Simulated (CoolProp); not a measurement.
Model: reference Helmholtz-energy equation of state, Lemmon 2003, in CoolProp. It is a pseudo-pure fit of the blend.

For R407C, give the phase and the cp (kJ/(kg K)), Joule-Thomson coefficient (K/MPa), viscosity (µPa s), Prandtl number at 372.6 K and 0.331 MPa; 372.6 K and 0.993 MPa; 372.6 K and 1.49 MPa.


- 372.6 K and 0.331 MPa: gas; cp 0.962, Joule-Thomson coefficient 9.79, viscosity 15.4, Prandtl number 0.778
- 372.6 K and 0.993 MPa: gas; cp 1.01, Joule-Thomson coefficient 10.0, viscosity 15.6, Prandtl number 0.801
- 372.6 K and 1.49 MPa: gas; cp 1.06, Joule-Thomson coefficient 10.3, viscosity 15.8, Prandtl number 0.830

Viscosity comes from a separate model (Geller 2000). Thermal conductivity comes from a separate model (Geller 2001).
